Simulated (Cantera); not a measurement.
A perfectly stirred reactor is fed with CH₄ : C₂H₆ : O₂ : N₂ : CO₂ = 1 : 0.48 : 5.66 : 21.3 : 1.5 (molar parts), at 1800 Torr; it is adiabatic with a 475 K inlet, and is followed from long to short residence time, starting on the burning branch (τ in s: 0.033, 0.014, 0.0059, 0.0025, 0.0011, 0.00045, 0.00019, 8e-05, 3.4e-05, 1.4e-05, 6.1e-06).

Model: GRI-Mech 3.0 (53 species, 325 reactions), integrated in Cantera.

Problem. Predict: blow-out, bracketed by the residence times tried; x(CH₄) at τ = 33.0 ms; x(C₂H₆) at τ = 33.0 ms; x(O₂) at τ = 33.0 ms; x(H₂O₂) at τ = 33.0 ms; x(CH₃) at τ = 33.0 ms; x(CH₄) at τ = 0.450 ms; x(C₂H₆) at τ = 0.450 ms; x(O₂) at τ = 0.450 ms; x(H₂O₂) at τ = 0.450 ms; x(CH₃) at τ = 0.450 ms.

Solution. 
- blow-out, bracketed by the residence times tried = burning at 0.190 ms, out at 80.0 µs
- x(CH₄) at τ = 33.0 ms = 8.61e-6
- x(C₂H₆) at τ = 33.0 ms = 9.50e-7
- x(O₂) at τ = 33.0 ms = 0.0656
- x(H₂O₂) at τ = 33.0 ms = 1.28e-7
- x(CH₃) at τ = 33.0 ms = 2.41e-6
- x(CH₄) at τ = 0.450 ms = 0.000181
- x(C₂H₆) at τ = 0.450 ms = 2.19e-5
- x(O₂) at τ = 0.450 ms = 0.0701
- x(H₂O₂) at τ = 0.450 ms = 7.27e-7
- x(CH₃) at τ = 0.450 ms = 3.95e-5
